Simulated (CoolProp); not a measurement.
The fluid at 331.96 K and 0.0221 MPa is throttled through a valve to 0.00494 MPa with no heat exchange. The same conditions are run with several fluids, on thermodynamics alone (safety and materials aside).

Values from CoolProp's reference Helmholtz-energy equation of state of each fluid (dimethyl carbonate: Zhou 2011; cyclopentane: Gedanitz 2015; nitrogen: Span 2000; the fluoroketone C6F12O (FK-5-1-12): McLinden 2015; R114: Platzer 1990). The equations of Platzer and Polt are older, rougher fits.

| fluid | temperature change (K) | final density (kg/m³) |
|---|---|---|
| dimethyl carbonate | -0.5 | 0.162 |
| cyclopentane | -0.5 | 0.126 |
| nitrogen | -0.0 | 0.0501 |
| the fluoroketone C6F12O (FK-5-1-12) | -0.3 | 0.568 |
| R114 | -0.2 | 0.306 |
